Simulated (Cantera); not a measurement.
An adiabatic, constant-volume homogeneous reactor starts with CH4 : CO : O2 : N2 = 1 : 0.59 : 1.91 : 21 (molar parts), equivalence ratio 1.2, at 1100 K and 23000 Pa. Integrator tolerance rtol = 1e-08.

Computed with Cantera and GRI-Mech 3.0 (53 species, 325 reactions).

Problem. What does this change do: pressure from 23000 Pa to 1000000 Pa?

Solution. 
```json
[
 {"quantity": "temperature at 0.200 s", "before": "1100 K", "after": "2173 K"},
 {"quantity": "equilibrium temperature", "before": "2158 K", "after": "2173 K"},
 {"quantity": "x(CH4) at 0.200 s", "before": "0.0408 (gas-phase equilibrium <1e-12)", "after": "<1e-12 (gas-phase equilibrium 1.10e-12)"},
 {"quantity": "x(CO) at 0.200 s", "before": "0.0241 (gas-phase equilibrium 0.0237)", "after": "0.0234 (gas-phase equilibrium 0.0234)"},
 {"quantity": "x(O2) at 0.200 s", "before": "0.0779 (gas-phase equilibrium 0.000133)", "after": "3.95e-6 (gas-phase equilibrium 3.95e-6)"},
 {"quantity": "x(C2H) at 0.200 s", "before": "<1e-12 (gas-phase equilibrium <1e-12)", "after": "<1e-12 (gas-phase equilibrium <1e-12)"},
 {"quantity": "x(C2H2) at 0.200 s", "before": "7.66e-12 (gas-phase equilibrium <1e-12)", "after": "<1e-12 (gas-phase equilibrium <1e-12)"},
 {"quantity": "time of steepest temperature rise", "before": "not reached", "after": "0.102 s"}
]
```
